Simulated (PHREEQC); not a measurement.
1 kg of water holding 0.44 mol/kgw KCl and 0.19 mol/kgw SrCl2 is evaporated at 25 °C; the solids stay in contact with the brine. No CO2 enters from the air. Solids allowed: Sylvite. Others were left out.

Computed with PHREEQC (Pitzer model, pitzer.dat).

```tsv
water left (kg)	ionic strength	water activity	Sylvite (mol)	Sr in solution (mol/kgw)	Cl in solution (mol/kgw)	K in solution (mol/kgw)
1	1.01	0.977	0	0.190	0.820	0.440
0.8219	?	0.972	0	0.231	0.998	0.535
0.6755	1.50	0.966	0	0.281	1.21	0.651
0.5552	1.82	0.958	0	0.342	1.48	0.792
0.4563	2.21	0.948	0	0.416	1.80	0.964
0.375	2.69	0.936	0	0.507	2.19	1.17
0.3082	3.28	0.920	0	0.616	2.66	1.43
0.2533	3.99	0.900	0	0.750	3.24	1.74
0.2082	4.85	0.874	0	0.913	3.94	2.11
0.1711	5.90	?	0	1.11	4.79	2.57
0.1407	6.90	?	0.0394	1.35	5.55	2.85
0.1156	7.42	0.795	0.152	1.64	5.78	2.49
0.09502	8.09	0.777	0.241	2.00	6.09	2.10
0.07809	8.97	0.752	0.310	2.43	6.54	1.67
0.06418	10.1	0.714	0.361	2.96	7.16	1.24
```

Problem. Fill in the missing entries.

Solution. 
- 0.8219, ionic strength: 1.23
- 0.1711, water activity: 0.840
- 0.1407, water activity: 0.807
